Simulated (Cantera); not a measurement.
A closed system holds: 1 mol B2O3, 0.067 mol H2O, 26 mol H2, 0.59 mol NH3, at 1475 °C and 0.00133 bar.

These are equilibrium values from Cantera (NASA tables, ideal gas, pure condensed phases), not measurements of a reactor. Candidate condensed phases: B, BN, B2O3, B3O3H3, H2O; 39 gas species. The numbers say what is thermodynamically allowed, not how fast it happens.

Base state: H2 0.925, HBO2 0.0219, HBO 0.0172, B2O3 0.0133, N2 0.0104, H 0.00603, H2O 0.00241, BO 0.00212 (mole fractions); condensed: gas only.

Question: What changes in the equilibrium state with this change: temperature from 1475 °C to 1852 °C?

Answer: 
| species | before | after |
|---|---|---|
| H2 | 0.925 | 0.829 |
| H | 0.00603 | 0.0905 |
| BO | 0.00212 | 0.0203 |
| B2O3 | 0.0133 | 0.00527 |
| HBO | 0.0172 | 0.0144 |
| HBO2 | 0.0219 | 0.0202 |
| N2 | 0.0104 | 0.00986 |
| O | 4.69e-9 | 1.02e-5 |
| OH | 9.15e-7 | 0.000132 |
| BO2 | 1.01e-5 | 0.000330 |
| H2O | 0.00241 | 0.00974 |
